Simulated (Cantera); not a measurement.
A freely propagating, adiabatic, planar premixed flame of C3H8 : O2 : N2 = 1 : 3.57 : 13.4 (molar parts), unburnt at 625 K and 28000 Pa; multicomponent+Soret transport, grid criteria slope 0.08 and curve 0.16, no radiation.

Computed with Cantera and GRI-Mech 3.0 (53 species, 325 reactions). GRI-Mech 3.0 was tuned for natural gas; its chemistry of propane as a main component is partial and can be far from experiment. Burning velocities carry a grid error of a few per cent, more on coarse grids.

x: mole fraction of selected species; z is measured from the peak of heat release.

```json
[
 {"z (mm)": "-2.71", "T (K)": "625", "u (m/s)": "1.56", "x C3H8": "0.0555", "x O2": "0.198", "x NO": "<1e-8", "x CH2CO": "2.26e-8", "x HCN": "<1e-8", "x NO2": "<1e-8"},
 {"z (mm)": "-1.80", "T (K)": "627", "u (m/s)": "1.57", "x C3H8": "0.0554", "x O2": "0.197", "x NO": "[?]", "x CH2CO": "4.02e-7", "x HCN": "<1e-8", "x NO2": "<1e-8"},
 {"z (mm)": "-1.35", "T (K)": "634", "u (m/s)": "1.60", "x C3H8": "0.0553", "x O2": "0.196", "x NO": "[?]", "x CH2CO": "3.04e-6", "x HCN": "3.54e-8", "x NO2": "<1e-8"},
 {"z (mm)": "-0.902", "T (K)": "690", "u (m/s)": "1.76", "x C3H8": "0.0546", "x O2": "0.189", "x NO": "[?]", "x CH2CO": "3.98e-5", "x HCN": "3.43e-7", "x NO2": "2.90e-8"},
 {"z (mm)": "-0.451", "T (K)": "1046", "u (m/s)": "2.78", "x C3H8": "0.0382", "x O2": "0.148", "x NO": "[?]", "x CH2CO": "0.000638", "x HCN": "3.65e-6", "x NO2": "4.55e-8"},
 {"z (mm)": "-0.225", "T (K)": "1422", "u (m/s)": "3.96", "x C3H8": "0.0117", "x O2": "0.101", "x NO": "[?]", "x CH2CO": "0.00169", "x HCN": "9.46e-6", "x NO2": "3.07e-8"},
 {"z (mm)": "0", "T (K)": "1782", "u (m/s)": "5.13", "x C3H8": "0.000408", "x O2": "0.0534", "x NO": "[?]", "x CH2CO": "0.00145", "x HCN": "2.01e-5", "x NO2": "<1e-8"},
 {"z (mm)": "0.225", "T (K)": "1986", "u (m/s)": "5.77", "x C3H8": "1.13e-6", "x O2": "0.0241", "x NO": "[?]", "x CH2CO": "0.000370", "x HCN": "2.94e-5", "x NO2": "<1e-8"},
 {"z (mm)": "0.451", "T (K)": "2064", "u (m/s)": "6.00", "x C3H8": "<1e-8", "x O2": "0.0107", "x NO": "[?]", "x CH2CO": "5.23e-5", "x HCN": "2.84e-5", "x NO2": "<1e-8"},
 {"z (mm)": "0.902", "T (K)": "2097", "u (m/s)": "6.08", "x C3H8": "<1e-8", "x O2": "0.00323", "x NO": "[?]", "x CH2CO": "1.08e-6", "x HCN": "1.56e-5", "x NO2": "<1e-8"},
 {"z (mm)": "1.80", "T (K)": "2110", "u (m/s)": "6.09", "x C3H8": "<1e-8", "x O2": "0.00175", "x NO": "8.46e-5", "x CH2CO": "<1e-8", "x HCN": "3.79e-6", "x NO2": "<1e-8"},
 {"z (mm)": "3.61", "T (K)": "2122", "u (m/s)": "6.12", "x C3H8": "<1e-8", "x O2": "0.00151", "x NO": "9.04e-5", "x CH2CO": "<1e-8", "x HCN": "3.69e-7", "x NO2": "<1e-8"},
 {"z (mm)": "7.22", "T (K)": "2140", "u (m/s)": "6.16", "x C3H8": "<1e-8", "x O2": "0.00127", "x NO": "9.47e-5", "x CH2CO": "<1e-8", "x HCN": "1.05e-8", "x NO2": "<1e-8"}
]
```

Q: Some entries are withheld; supply them.

A: 
- -1.80, x NO: 1.19e-8
- -1.35, x NO: 5.96e-8
- -0.902, x NO: 4.39e-7
- -0.451, x NO: 3.51e-6
- -0.225, x NO: 8.13e-6
- 0, x NO: 1.71e-5
- 0.225, x NO: 3.18e-5
- 0.451, x NO: 4.81e-5
- 0.902, x NO: 7.00e-5
